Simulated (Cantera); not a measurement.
## Adiabatic ignition

An adiabatic, constant-volume homogeneous reactor starts with 2.26 % C3H8, 20.5 % O2, 77.2 % N2, at 1598 K and 195 Torr.

Model: GRI-Mech 3.0 (53 species, 325 reactions), integrated in Cantera. GRI-Mech 3.0 was tuned for natural gas; its chemistry of propane as a main component is partial and can be far from experiment.

| t (s) | T (K) | P (bar) | x C3H8 | x O2 | x H | x CH3 | x N2O |
|---|---|---|---|---|---|---|---|
| 1.00e-6 | 1597 | 0.260 | 0.0225 | 0.205 | 6.49e-6 | 8.67e-5 | <1e-12 |
| 2.51e-6 | 1595 | 0.260 | 0.0223 | 0.205 | 2.07e-5 | 0.000232 | 5.41e-12 |
| 6.31e-6 | 1591 | 0.259 | 0.0218 | 0.205 | 3.90e-5 | 0.000705 | 5.75e-11 |
| 1.58e-5 | 1582 | 0.258 | 0.0201 | 0.204 | 6.39e-5 | 0.00199 | 3.81e-10 |
| 3.98e-5 | 1582 | 0.260 | 0.0145 | 0.199 | 0.000174 | 0.00403 | 1.37e-9 |
| 0.000100 | 2255 | 0.394 | <1e-12 | 0.103 | 0.00867 | 8.71e-7 | 1.00e-7 |
| 0.000251 | 2351 | 0.409 | <1e-12 | 0.0888 | 0.0127 | <1e-12 | 1.42e-7 |
| 0.000631 | 2487 | 0.428 | <1e-12 | 0.0888 | 0.00817 | <1e-12 | 2.36e-7 |
| 0.00158 | 2615 | 0.447 | <1e-12 | 0.0880 | 0.00479 | <1e-12 | 4.52e-7 |
| 0.00398 | 2632 | 0.449 | <1e-12 | 0.0859 | 0.00420 | <1e-12 | 5.25e-7 |
| 0.0100 | 2625 | 0.447 | <1e-12 | 0.0830 | 0.00404 | <1e-12 | 5.72e-7 |
| 0.0251 | 2622 | 0.447 | <1e-12 | 0.0816 | 0.00397 | <1e-12 | 6.04e-7 |
| 0.0631 | 2621 | 0.446 | <1e-12 | 0.0815 | 0.00396 | <1e-12 | 6.06e-7 |
| 0.158 | 2621 | 0.446 | <1e-12 | 0.0815 | 0.00396 | <1e-12 | 6.06e-7 |
| 0.398 | 2621 | 0.446 | <1e-12 | 0.0815 | 0.00396 | <1e-12 | 6.06e-7 |
| 1.00 | 2621 | 0.446 | <1e-12 | 0.0815 | 0.00396 | <1e-12 | 6.06e-7 |
x: mole fraction; the columns are a selection and need not sum to one.

```json
{
 "time_of_steepest_temperature_rise": "89.1 µs",
 "temperature at 1.00 s": "2621 K",
 "equilibrium_temperature": "2621 K",
 "x(C3H8) at 1.00 s": "<1e-12 (gas-phase equilibrium <1e-12)",
 "x(O2) at 1.00 s": "0.0815 (gas-phase equilibrium 0.0815)",
 "x(H) at 1.00 s": "0.00396 (gas-phase equilibrium 0.00396)"
}
```
